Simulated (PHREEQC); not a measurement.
A column of 0.2 m (30 cells, dispersivity 0.01 m, 3600 s a shift, diffusion coefficient 3e-10 m²/s) holds 0.033 eq of the database's cation exchanger X per kg of pore water, first in equilibrium with 0.00084 mol CaCl2, 0.092 mol LiCl, 0.003 mol KBr and 1e-05 mol HCl per kg of water. It is flushed with 11 mmol/kgw MgSO4, 6.8 mmol/kgw KCl and 0.01 mmol/kgw HCl, at 40 °C. Values are for the last cell. The system is closed to CO2. No solid was allowed to form.

Base run: PHREEQC, ion-association model, phreeqc.dat. Each further column changes one thing. The table gives Mg in solution (mol/kgw).

```tsv
pore volumes	base	exchange capacity from 0.033 to 0.017 eq/kgw	dispersivity from 0.01 to 0.02 m
0	0	0	0
0.6833	1.25e-12	6.05e-8	4.90e-9
1.517	0.000303	0.00560	0.00169
2.183	0.00701	0.00962	0.00690
2.85	0.00916	0.0106	0.00907
3.517	0.0101	0.0109	0.00996
4.35	0.0106	0.0110	0.0105
5.017	0.0108	0.0110	0.0107
```

Constants without temperature data keep their 25 °C values here.
